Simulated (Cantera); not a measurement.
Input (Python, Cantera):

```python
import numpy as np
import cantera as ct

gas = ct.Solution("gri30.yaml")
gas.TPX = 1975, 100000, {'CH4': 1, 'N2': 110}
reactor = ct.IdealGasConstPressureReactor(gas, energy="off", clone=False)
net = ct.ReactorNet([reactor])
net.rtol, net.atol = 1e-08, 1e-18
show = ['CH4', 'C2H2', 'C2H', 'CH2', 'C2H6', 'HCN']
times = np.geomspace(0.0001, 5, 13)

steps = ct.SolutionArray(gas, extra=["t"])
rows = []
print(f"{'t/s':>10s}{'T/K':>9s}{'P/Pa':>11s}" + "".join(f"{s:>11s}" for s in show))
for t in times:
    while net.time < t:
        t_next = net.step()
        steps.append(gas.state, t=t_next)
    rows.append([np.interp(t, steps.t, y) for y in (steps.T, steps.P, *steps(*show).X.T)])
    print(f"{t:10.3e}{rows[-1][0]:9.1f}{rows[-1][1]:11.4g}" + "".join(f"{x:11.3e}" for x in rows[-1][2:]))
rate = np.gradient(steps.T, steps.t)
print("integrator steps:", len(steps.t))
if steps.T.max() > steps.T[0] + 200:
    print(f"time of steepest temperature rise: {steps.t[rate.argmax()]:.4e} s")
gas.TPX = 1975, 100000, {'CH4': 1, 'N2': 110}
gas.equilibrate("TP")
print(f"equilibrium (TP): T = {gas.T:.1f} K  " + "  ".join(f"{s} {gas[s].X[0]:.3e}" for s in show))
```

Output:

```
       t/s      T/K       P/Pa        CH4       C2H2        C2H        CH2       C2H6        HCN
 1.000e-04   1975.0      1e+05  8.379e-03  6.243e-06  2.213e-09  1.425e-06  4.036e-06  3.415e-08
 2.464e-04   1975.0      1e+05  6.802e-03  2.145e-04  7.750e-08  4.233e-06  1.350e-05  7.377e-07
 6.070e-04   1975.0      1e+05  3.439e-03  2.042e-03  4.442e-07  4.673e-06  6.490e-06  7.641e-06
 1.495e-03   1975.0      1e+05  1.327e-03  3.613e-03  6.618e-07  2.546e-06  1.055e-06  2.293e-05
 3.684e-03   1975.0      1e+05  4.452e-04  4.167e-03  7.836e-07  1.153e-06  1.396e-07  4.399e-05
 9.076e-03   1975.0      1e+05  1.425e-04  4.342e-03  8.501e-07  4.396e-07  1.600e-08  6.710e-05
 2.236e-02   1975.0      1e+05  4.463e-05  4.391e-03  8.775e-07  1.483e-07  1.650e-09  8.889e-05
 5.509e-02   1975.0      1e+05  1.190e-05  4.402e-03  8.892e-07  4.088e-08  1.205e-10  1.063e-04
 1.357e-01   1975.0      1e+05  2.081e-06  4.404e-03  8.977e-07  7.347e-09  4.273e-12  1.155e-04
 3.344e-01   1975.0      1e+05  6.206e-07  4.403e-03  9.008e-07  2.233e-09  8.721e-13  1.179e-04
 8.238e-01   1975.0      1e+05  5.122e-07  4.402e-03  9.012e-07  1.840e-09  7.658e-13  1.198e-04
 2.030e+00   1975.0      1e+05  4.735e-07  4.400e-03  9.009e-07  1.698e-09  7.324e-13  1.244e-04
 5.000e+00   1975.0      1e+05  4.854e-07  4.394e-03  8.997e-07  1.741e-09  7.417e-13  1.355e-04
integrator steps: 1232
equilibrium (TP): T = 1975.0 K  CH4 3.490e-07  C2H2 1.644e-04  C2H 3.365e-08  CH2 1.255e-09  C2H6 1.264e-13  HCN 8.597e-03
```

Detailed kinetics in Cantera: GRI-Mech 3.0 (53 species, 325 reactions). GRI-Mech 3.0 stops at C3 and has no aromatics, soot or wall deposition, so with more carbon than oxygen in the feed, carbon stays in small species such as C2H2 where larger ones or solid carbon would form.
